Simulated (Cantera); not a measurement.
## Equilibrium for tantalum, niobium, vanadium and zirconium in process gases: Ta(OEt)5 + O2

A closed system holds: 1 mol Ta(OEt)5, a varied amount of O2, equilibrated at 340 Pa.

Method: chemical equilibrium by Gibbs-energy minimisation in Cantera with the NASA 1993 tables (ideal gas, pure condensed phases). Candidate condensed phases: C, C6H6, C7H8, C8H18, H2O, Ta, TaC, Ta2O5; 113 gas species. The feed counts by its element totals alone. TaC: taken at fixed stoichiometry. Condensed phases not in the tables: Ta2C, N, O or C dissolved in the metal. Equilibrium is a limit: real reactors are often held back by kinetics, nucleation or transport.

### Question
Map the stable condensed phases over T = 2498, 2523, 2548, 2573, 2598, 2623, 2648, 2673, 2698, 2723 K and n(O2) in mol = 0.17, 0.27, 0.44, 0.71, 1.2, 1.9, 3.1, 5, 8.1.

### Answer
```
T in K \ n(O2) in mol
         0.17 0.27 0.44 0.71  1.2  1.9  3.1    5  8.1
   2723     A    A    A    A    A    B    C    D    D
   2698     A    A    A    A    A    B    C    D    D
   2673     A    A    A    A    A    B    C    D    D
   2648     A    A    A    A    A    B    C    D    D
   2623     A    A    A    A    A    B    C    D    D
   2598     A    A    A    A    A    B    C    D    D
   2573     A    A    A    A    A    B    C    D    D
   2548     A    A    A    A    A    B    C    D    E
   2523     A    A    A    A    A    B    C    D    E
   2498     A    A    A    A    A    B    C    E    E
```
A: C + TaC; B: TaC; C: Ta; D: gas only; E: Ta2O5.
